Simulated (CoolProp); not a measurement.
CF4 (R14) along the isotherm 311 K: Z from the reference equation and from simpler models built on Tc = 227.4 K, pc = 3.762 MPa, ω = 0.178; each cubic takes its own stable root.

Model: reference Helmholtz-energy equation of state, Platzer 1990, in CoolProp. This equation is an older, rougher fit; its heat capacities, sound speeds and derivatives of the liquid may be far off and weren't checked against measurements.

```csv
p (MPa),phase,reference,Redlich-Kwong,Peng-Robinson
1.18,gas,0.9631,0.9585,0.9576
2.35,gas,0.9271,0.9175,0.9174
3.53,gas,0.8920,0.8769,0.8792
4.7,supercritical,0.8587,0.8381,0.8445
5.88,supercritical,0.8273,0.8018,0.8135
7.05,supercritical,0.7994,0.7703,0.7876
8.23,supercritical,0.7757,0.7446,0.7670
9.41,supercritical,0.7575,0.7266,0.7523
```
